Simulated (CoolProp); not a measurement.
Methanol at several states: density (kg/m³) from the reference equation and from simpler models built on Tc = 513.4 K, pc = 8.216 MPa, ω = 0.565; each cubic takes its own stable root.

Model: reference Helmholtz-energy equation of state, de Reuck 1993, in CoolProp.

```tsv
T (K)	p (MPa)	phase	reference	Soave-Redlich-Kwong	Peng-Robinson
568.5	0.0427	gas	0.2898	0.2898	0.2898
388.4	2.35	liquid	696.4	526.8	596.1
448.4	0.99	gas	9.249	9.165	9.216
```
